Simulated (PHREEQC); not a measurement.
Solution (20 °C): 50 mmol/kgw HF and 190 mmol/kgw NaF. Closed to the air; pH follows from the charge balance.

All values are PHREEQC results (ion-association model, phreeqc.dat), not measurements.

No solid was allowed to form.

Estimate the pH, density.

pH 3.69; density 1.007 g/cm³.

In which forms is Na present?

Na+ 95 %, NaF 4.6 % of the Na.
